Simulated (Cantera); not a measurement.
Charge: 1 mol CH3Cl, 6.7 mol H2, held at 3.90 Pa.

Cantera equilibrium calculation (NASA polynomials, part measured and part estimated; ideal gas, pure solids and liquids). Candidate condensed phases: C, C6H6, C7H8, C8H18; 91 gas species. Equilibrium is a limit: real reactors are often held back by kinetics, nucleation or transport.

**Question.** Which condensed phases are stable at each of these points (T (K)): 600, 800, 1000, 1200, 1400, 1600, 1800, 2000, 2200, 2400, 2600?

**Answer.** 
```json
[
 {"T (K)": "600", "condensed phases": "C(graphite)", "C condensed (%)": "97.5"},
 {"T (K)": "800", "condensed phases": "C(graphite)", "C condensed (%)": "100.0"},
 {"T (K)": "1000", "condensed phases": "C(graphite)", "C condensed (%)": "100.0"},
 {"T (K)": "1200", "condensed phases": "C(graphite)", "C condensed (%)": "100.0"},
 {"T (K)": "1400", "condensed phases": "C(graphite)", "C condensed (%)": "100.0"},
 {"T (K)": "1600", "condensed phases": "C(graphite)", "C condensed (%)": "100.0"},
 {"T (K)": "1800", "condensed phases": "C(graphite)", "C condensed (%)": "99.7"},
 {"T (K)": "2000", "condensed phases": "C(graphite)", "C condensed (%)": "99.0"},
 {"T (K)": "2200", "condensed phases": "C(graphite)", "C condensed (%)": "97.2"},
 {"T (K)": "2400", "condensed phases": "C(graphite)", "C condensed (%)": "82.5"},
 {"T (K)": "2600", "condensed phases": "gas only", "C condensed (%)": "0.0"}
]
```

From 600 K to 2400 K the condensed part is C(graphite). At 2600 K nothing is condensed.
